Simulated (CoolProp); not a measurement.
A simple Rankine cycle with n-heptane: condensing at 292.15 K, boiler at 0.185 MPa, turbine inlet 408.5 K, turbine efficiency 0.65, pump efficiency 0.7, no recuperator. Each further row changes one setting.

Computed with CoolProp (reference Helmholtz-energy equation of state, Span 2003). It is a short technical equation, of lower accuracy than the large ones.

```
case                             thermal efficiency (%)  net work (kJ/kg)  heat in (kJ/kg)  turbine exit temperature (K)  volume ratio over the turbine
-------------------------------  ----------------------  ----------------  ---------------  ----------------------------  -----------------------------
as stated                                          12.7              73.7              579                         368.3                           39.9
turbine inlet 428.5 K                               ___              77.9              624                           ___                            ___
condensing temperature 284.15 K                     ___              81.7              597                         364.1                           60.9
boiler pressure 0.13 MPa                           11.6               ___              582                         372.7                            ___
turbine efficiency 0.55                            10.8              62.3              579                         374.1                           40.5
```

### Question
Fill in the missing entries.

### Answer

- turbine inlet 428.5 K, thermal efficiency (%): 12.5
- turbine inlet 428.5 K, turbine exit temperature (K): 388.5
- turbine inlet 428.5 K, volume ratio over the turbine: 39.6
- condensing temperature 284.15 K, thermal efficiency (%): 13.7
- boiler pressure 0.13 MPa, net work (kJ/kg): 67.8
- boiler pressure 0.13 MPa, volume ratio over the turbine: 27.7
